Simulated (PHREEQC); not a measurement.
1 kg of water holding 0.26 mol NaCl and 0.046 mol NaOH is evaporated at 15 °C; the solids stay in contact with the brine. CO2 from the air is kept out. Only these solids could form: Halite.

Computed with PHREEQC (Pitzer model, pitzer.dat).

Problem. Predict ionic strength, water activity, Halite (mol), Na in solution (mol/kgw) at water left (kg) = 0.1711, 0.01099.

Solution. 
| water left (kg) | ionic strength | water activity | Halite (mol) | Na in solution (mol/kgw) |
|---|---|---|---|---|
| 0.1711 | 1.79 | 0.940 | 0 | 1.79 |
| 0.01099 | 7.99 | 0.660 | 0.218 | 7.99 |
